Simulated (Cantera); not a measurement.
# Thermodynamics of abatement and gas-phase synthesis, feed HI + O2 + H2

Charge: 1 mol HI, 0.12 mol O2, 0.14 mol H2, held at 10.0 mbar.

These are equilibrium values from Cantera (NASA tables, ideal gas, pure condensed phases), not measurements of a reactor. Candidate condensed phases: H2O, I2; 12 gas species. Rates play no part.

```csv
T (K),log p I,log p H2,log p H,log p H2O,log p HI,log p OH,log p O
1600,-2.25,-2.65,-5.59,-2.82,-3.24,-7.17,-10.19
1700,-2.24,-2.64,-5.15,-2.83,-3.38,-6.62,-9.23
1800,-2.23,-2.64,-4.76,-2.83,-3.52,-6.14,-8.38
1900,-2.23,-2.63,-4.42,-2.83,-3.65,-5.70,-7.61
2000,-2.23,-2.63,-4.11,-2.83,-3.76,-5.31,-6.92
2100,-2.23,-2.64,-3.83,-2.84,-3.87,-4.95,-6.28
2200,-2.23,-2.65,-3.57,-2.85,-3.98,-4.63,-5.71
2300,-2.23,-2.67,-3.35,-2.86,-4.08,-4.33,-5.18
2400,-2.24,-2.69,-3.15,-2.89,-4.18,-4.08,-4.70
2500,-2.25,-2.73,-2.96,-2.94,-4.28,-3.86,-4.27
2600,-2.26,-2.78,-2.80,-3.03,-4.39,-3.69,-3.91
```
log p: log10 of the partial pressure in bar; nothing condenses.

From 1600 K to 2600 K nothing is condensed.
